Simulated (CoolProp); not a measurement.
R404A at 335.46 K and 1.3 MPa is compressed adiabatically to 2.73 MPa with isentropic efficiency 0.8. Each further row changes one setting.

Values from CoolProp's reference Helmholtz-energy equation of state, Lemmon 2003. It is a pseudo-pure fit of the blend.

```csv
case,work (kJ/kg),final temperature (K),final density (kg/m³)
as stated,(withheld),(withheld),(withheld)
efficiency 1,17.8,367.4,(withheld)
efficiency 0.65,(withheld),375.0,110
```

Question: What belongs in the gaps?

Answer: 
- as stated, work (kJ/kg): 22.2
- as stated, final temperature (K): 370.9
- as stated, final density (kg/m³): 113
- efficiency 1, final density (kg/m³): 116
- efficiency 0.65, work (kJ/kg): 27.3
